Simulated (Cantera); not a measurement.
# Thermodynamics of chemical vapour transport, feed AlN + HI + N2

Input: 1 mol AlN, 2.4 mol HI, 0.11 mol N2, held at 0.0350 bar.

Cantera equilibrium calculation (NASA polynomials, part measured and part estimated; ideal gas, pure solids and liquids). Candidate condensed phases: Al, AlI3, AlN, I2; 19 gas species. The numbers say what is thermodynamically allowed, not how fast it happens.

From 850 K to 1450 K the condensed part is AlN(s). The main Al-bearing gas is AlI3 throughout. The share of Al in condensed phases is highest at 1450 K (72.7 %) and lowest at 1100 K (57.2 %).

```json
[
 {"T (K)": "850", "log p HI": "-1.79", "log p I": "-3.51", "log p H2": "-2.07", "log p AlI3": "-2.30", "log p N2": "-2.39", "log p I2": "-3.09", "n AlN(s)": "0.636"},
 {"T (K)": "900", "log p HI": "-1.82", "log p I": "-3.27", "log p H2": "-2.04", "log p AlI3": "-2.27", "log p N2": "-2.38", "log p I2": "-3.14", "n AlN(s)": "0.612"},
 {"T (K)": "950", "log p HI": "-1.85", "log p I": "-3.06", "log p H2": "-2.02", "log p AlI3": "-2.25", "log p N2": "-2.36", "log p I2": "-3.18", "n AlN(s)": "0.593"},
 {"T (K)": "1000", "log p HI": "-1.88", "log p I": "-2.87", "log p H2": "-2.00", "log p AlI3": "-2.24", "log p N2": "-2.36", "log p I2": "-3.23", "n AlN(s)": "0.580"},
 {"T (K)": "1050", "log p HI": "-1.92", "log p I": "-2.70", "log p H2": "-1.99", "log p AlI3": "-2.24", "log p N2": "-2.36", "log p I2": "-3.27", "n AlN(s)": "0.573"},
 {"T (K)": "1100", "log p HI": "-1.95", "log p I": "-2.55", "log p H2": "-1.98", "log p AlI3": "-2.24", "log p N2": "-2.36", "log p I2": "-3.32", "n AlN(s)": "0.572"},
 {"T (K)": "1150", "log p HI": "-1.99", "log p I": "-2.42", "log p H2": "-1.97", "log p AlI3": "-2.26", "log p N2": "-2.37", "log p I2": "-3.37", "n AlN(s)": "0.579"},
 {"T (K)": "1200", "log p HI": "-2.03", "log p I": "-2.30", "log p H2": "-1.97", "log p AlI3": "-2.28", "log p N2": "-2.39", "log p I2": "-3.43", "n AlN(s)": "0.592"},
 {"T (K)": "1250", "log p HI": "-2.07", "log p I": "-2.19", "log p H2": "-1.96", "log p AlI3": "-2.31", "log p N2": "-2.41", "log p I2": "-3.49", "n AlN(s)": "0.612"},
 {"T (K)": "1300", "log p HI": "-2.11", "log p I": "-2.10", "log p H2": "-1.96", "log p AlI3": "-2.35", "log p N2": "-2.44", "log p I2": "-3.55", "n AlN(s)": "0.638"},
 {"T (K)": "1350", "log p HI": "-2.16", "log p I": "-2.02", "log p H2": "-1.96", "log p AlI3": "-2.40", "log p N2": "-2.48", "log p I2": "-3.63", "n AlN(s)": "0.668"},
 {"T (K)": "1400", "log p HI": "-2.21", "log p I": "-1.96", "log p H2": "-1.96", "log p AlI3": "-2.47", "log p N2": "-2.52", "log p I2": "-3.70", "n AlN(s)": "0.699"},
 {"T (K)": "1450", "log p HI": "-2.26", "log p I": "-1.90", "log p H2": "-1.96", "log p AlI3": "-2.55", "log p N2": "-2.55", "log p I2": "-3.79", "n AlN(s)": "0.727"}
]
```
log p: log10 of the partial pressure in bar; n: condensed amount in mol.
